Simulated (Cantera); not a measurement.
A Cantera script and its output.

```python
import numpy as np
import cantera as ct

gas = ct.Solution("gri30.yaml")
gas.TPX = 1675, 1000000, {'CH4': 1, 'H2O': 1.3, 'H2': 1.2}
reactor = ct.IdealGasConstPressureReactor(gas, energy="off", clone=False)
net = ct.ReactorNet([reactor])
net.rtol, net.atol = 1e-08, 1e-18
show = ['CH4', 'H2O', 'H2', 'C2H', 'HCO', 'CH2O']
times = np.geomspace(8e-05, 60, 10)

steps = ct.SolutionArray(gas, extra=["t"])
rows = []
print(f"{'t/s':>10s}{'T/K':>9s}{'P/Pa':>11s}" + "".join(f"{s:>11s}" for s in show))
for t in times:
    while net.time < t:
        t_next = net.step()
        steps.append(gas.state, t=t_next)
    rows.append([np.interp(t, steps.t, y) for y in (steps.T, steps.P, *steps(*show).X.T)])
    print(f"{t:10.3e}{rows[-1][0]:9.1f}{rows[-1][1]:11.4g}" + "".join(f"{x:11.3e}" for x in rows[-1][2:]))
rate = np.gradient(steps.T, steps.t)
print("integrator steps:", len(steps.t))
if steps.T.max() > steps.T[0] + 200:
    print(f"time of steepest temperature rise: {steps.t[rate.argmax()]:.4e} s")
gas.TPX = 1675, 1000000, {'CH4': 1, 'H2O': 1.3, 'H2': 1.2}
gas.equilibrate("TP")
print(f"equilibrium (TP): T = {gas.T:.1f} K  " + "  ".join(f"{s} {gas[s].X[0]:.3e}" for s in show))
```

It prints:

```
       t/s      T/K       P/Pa        CH4        H2O         H2        C2H        HCO       CH2O
 8.000e-05   1675.0      1e+06  2.830e-01  3.711e-01  3.445e-01  1.023e-11  8.884e-10  3.336e-06
 3.596e-04   1675.0      1e+06  2.746e-01  3.693e-01  3.512e-01  3.082e-10  1.134e-09  4.080e-06
 1.617e-03   1675.0      1e+06  2.420e-01  3.601e-01  3.799e-01  2.776e-09  1.063e-09  3.454e-06
 7.268e-03   1675.0      1e+06  1.670e-01  3.369e-01  4.477e-01  8.774e-09  1.190e-09  2.221e-06
 3.268e-02   1675.0      1e+06  1.206e-01  3.076e-01  5.005e-01  1.130e-08  3.333e-09  1.485e-06
 1.469e-01   1675.0      1e+06  1.103e-01  2.524e-01  5.482e-01  7.115e-09  1.087e-08  1.041e-06
 6.604e-01   1675.0      1e+06  8.102e-02  1.670e-01  6.301e-01  2.390e-09  2.527e-08  6.292e-07
 2.969e+00   1675.0      1e+06  3.941e-02  9.751e-02  7.078e-01  3.810e-10  3.925e-08  5.259e-07
 1.335e+01   1675.0      1e+06  9.347e-03  6.099e-02  7.538e-01  1.730e-11  4.733e-08  5.588e-07
 6.000e+01   1675.0      1e+06  2.661e-04  5.125e-02  7.668e-01  1.328e-14  4.957e-08  5.781e-07
integrator steps: 1966
equilibrium (TP): T = 1675.0 K  CH4 1.032e-04  H2O 5.108e-02  H2 7.670e-01  C2H 2.006e-15  HCO 4.962e-08  CH2O 5.785e-07
```

Model: GRI-Mech 3.0 (53 species, 325 reactions), integrated in Cantera.
